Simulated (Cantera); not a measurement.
Feed: 1 mol CF₄, 0.069 mol Si, equilibrated at 1748 K and 0.100 bar.

Equilibrium computed with Cantera from the NASA thermochemical tables; the gas is ideal and each condensed phase is pure. Candidate condensed phases: C, Si, SiC; 23 gas species. Gases not in the tables: C₂F₆ and larger saturated fluorocarbons. Rates play no part.

Base state: CF₄ 0.927, SiF₄ 0.0689, CF₂ 0.00309, CF₃ 0.000692, F 0.000399 (mole fractions); condensed: C(graphite).

Problem. What changes in the equilibrium state with this change: Si from 0.069 to 0.52 mol?

Solution. 
```tsv
species	before	after
SiF₄	0.0689	0.519
CF₄	0.927	0.478
CF₂	0.00309	0.00222
CF₃	0.000692	0.000421
F	0.000399	0.000338
C(graphite), mol	0.0674	0.519
```
